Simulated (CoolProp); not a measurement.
A closed Brayton cycle with dry air: compressor inlet 328.15 K and 1.5 MPa, high pressure 4.27 MPa, turbine inlet 770 K, compressor efficiency 0.8, turbine efficiency 0.85, recuperator effectiveness 0.8 (on enthalpy, no pinch check). Each further row changes one setting.

Values from CoolProp's reference Helmholtz-energy equation of state, Lemmon 2000. It is a pseudo-pure fit of the blend.

```json
[
 {"case": "as stated", "thermal efficiency (%)": "14.1", "net work (kJ/kg)": "28.8", "compressor to turbine work": "0.83", "compressor exit (K)": "470.4", "turbine exit (K)": "609.8"},
 {"case": "turbine inlet 720 K", "thermal efficiency (%)": "[?]", "net work (kJ/kg)": "17.3", "compressor to turbine work": "0.89", "compressor exit (K)": "470.4", "turbine exit (K)": "[?]"},
 {"case": "compressor inlet 338.15 K", "thermal efficiency (%)": "12.1", "net work (kJ/kg)": "24.3", "compressor to turbine work": "0.86", "compressor exit (K)": "484.5", "turbine exit (K)": "609.8"},
 {"case": "high pressure 3.63 MPa", "thermal efficiency (%)": "16.0", "net work (kJ/kg)": "[?]", "compressor to turbine work": "0.80", "compressor exit (K)": "445.6", "turbine exit (K)": "632.2"},
 {"case": "recuperator effectiveness 0.5", "thermal efficiency (%)": "11.6", "net work (kJ/kg)": "28.8", "compressor to turbine work": "0.83", "compressor exit (K)": "470.4", "turbine exit (K)": "609.8"}
]
```

Problem. Complete the blanks.

Solution. 
- turbine inlet 720 K, thermal efficiency (%): 9.4
- turbine inlet 720 K, turbine exit (K): 568.8
- high pressure 3.63 MPa, net work (kJ/kg): 30.3
